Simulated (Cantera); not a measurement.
Roasting and sulfation: MgO + SO2 + H2O

A closed system holds: 1 mol MgO, 0.74 mol SO2, 0.35 mol H2O, at 673 K and 143 Torr.

Cantera equilibrium calculation (NASA polynomials, part measured and part estimated; ideal gas, pure solids and liquids). Candidate condensed phases: H2O, H2SO4, Mg, MgO, Mg(OH)2, MgS, MgSO4, S; 26 gas species. Gases not in the tables: S3 to S7. The numbers say what is thermodynamically allowed, not how fast it happens.

| Quantity | Value |
|---|---|
| x(H2O) | 0.647 |
| x(H2S) | 0.282 |
| x(S8) | 0.0285 |
| x(S2) | 0.0219 |
| x(SO2) | 0.0194 |
| x(S2O) | 0.000385 |
| x(H2) | 0.000177 |
| n(MgO(s)) | 0.476 mol |
| n(MgSO4(s)) | 0.524 mol |
| gas amount | 0.3764 mol |
| log10 activity of S(l) (absent) | -0.19 |
| log10 activity of H2SO4(l) (absent) | -13.82 |
| log10 activity of Mg(s) (absent) | -28.27 |
